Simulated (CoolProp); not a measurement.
Vapour-liquid equilibrium of propane (1) + R236FA (2) at 1.28 MPa; x and y are mole fractions of (1).

Computed with CoolProp (multi-fluid Helmholtz-energy mixture model, Lemmon 2009 and Pan 2012; pair parameters Bell 2016).

```csv
x,"bubble temperature, mixture model (K)","bubble temperature, Raoult's law (K)","y, mixture model","y, Raoult's law"
0.05,___,351.1,0.163,0.118
0.2,___,342.3,0.490,0.398
0.35,319.5,334.7,0.637,0.597
0.5,314.8,327.9,0.714,0.741
0.65,312.0,321.9,___,0.846
0.8,310.2,316.5,0.839,0.925
0.95,___,311.7,0.945,0.984
```

Task: Complete the blanks.

Result: 
- 0.05, bubble temperature, mixture model (K): 346.5
- 0.2, bubble temperature, mixture model (K): 328.9
- 0.65, y, mixture model: 0.772
- 0.95, bubble temperature, mixture model (K): 309.8

The largest gap from Raoult's law is -15.2 K in bubble temperature, at x = 0.35. y crosses x between x = 0.8 and 0.95: the model has an azeotrope there.

Pair parameters are fitted to limited data, so mixtures are less certain than the pure fluids. With so large a gap from Raoult's law the liquid may split in two, which this calculation doesn't test in full.
